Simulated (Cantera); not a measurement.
A perfectly stirred reactor is fed with 45.7 % NH3, 54.3 % H2, at 1.20 bar; it is held at 2000 K, and followed from long to short residence time.

Detailed kinetics in Cantera: the gas-phase N/H chemistry of the illustrative SiF4/NH3 mechanism in the Surface Chemkin manual (1991). Walls and surfaces, which speed up NH3 decomposition in real reactors, are not modelled.

Predict: x(NH3) at τ = 17.0 s; x(H2) at τ = 17.0 s; x(N2H2) at τ = 17.0 s; x(N) at τ = 17.0 s; x(H) at τ = 17.0 s; x(NH3) at τ = 43.0 ms; x(H2) at τ = 43.0 ms; x(N2H2) at τ = 43.0 ms; x(N) at τ = 43.0 ms; x(H) at τ = 43.0 ms.


- x(NH3) at τ = 17.0 s = 0.00399
- x(H2) at τ = 17.0 s = 0.839
- x(N2H2) at τ = 17.0 s = 2.62e-9
- x(N) at τ = 17.0 s = 1.57e-7
- x(H) at τ = 17.0 s = 0.00132
- x(NH3) at τ = 43.0 ms = 0.195
- x(H2) at τ = 43.0 ms = 0.714
- x(N2H2) at τ = 43.0 ms = 8.03e-7
- x(N) at τ = 43.0 ms = 6.50e-7
- x(H) at τ = 43.0 ms = 0.000504
